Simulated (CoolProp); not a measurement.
Vapour pressure (kPa) of sulfur hexafluoride: the reference equation beside estimates from Tc = 318.7 K, pc = 3755 kPa, ω = 0.210. Clausius-Clapeyron is anchored at 233.4 K with a constant enthalpy of vaporisation of 15.53 kJ/mol.

The numbers come from the reference Helmholtz-energy equation of state, Guder 2009 in CoolProp.

```tsv
T (K)	reference	Lee-Kesler	Clausius-Clapeyron	Redlich-Kwong	Soave-Redlich-Kwong
233.4	344.1	350.8	344.1	475.1	350.9
238.5	416.7	424.5	408.4	562.8	425.0
243.5	498.4	507.4	479.6	659.3	508.4
248.6	593.6	603.7	561.4	769.1	605.7
253.7	701.7	712.7	652.9	891.0	716.1
258.7	821.2	832.9	752.8	1023	838.2
263.8	958.1	970.2	865.6	1170	977.9
268.9	1111	1123	990.0	1332	1134
273.9	1278	1290	1124	1505	1304
279	1466	1478	1273	1695	1496
284	1670	1681	1432	1898	1703
289.1	1900	1910	1609	2120	1935
```

Absolute difference from the reference over all 12 rows, mean and median: Lee-Kesler 1.3 and 1.3 %, Clausius-Clapeyron 8.5 and 9.0 %, Redlich-Kwong 23.9 and 23.3 %, Soave-Redlich-Kwong 2.0 and 2.0 %.
